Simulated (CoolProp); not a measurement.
Vapour-liquid equilibrium of R134a (1) + R245fa (2) at -51.75 °C; x and y are mole fractions of (1).

The numbers come from the multi-fluid Helmholtz-energy mixture model, Tillner-Roth 1994 and Akasaka 2015; pair parameters Akasaka 2014 in CoolProp.

Q: Give the bubble pressure and the first vapour's composition at x = 0.05, 0.65, 0.725. Is there an azeotrope?

A: x = 0.05: 0.003767 MPa, y = 0.361; x = 0.65: 0.01814 MPa, y = 0.949; x = 0.725: 0.01993 MPa, y = 0.964. No azeotrope shows between x = 0.05 and 0.95.

Pair parameters are fitted to limited data, so mixtures are less certain than the pure fluids.
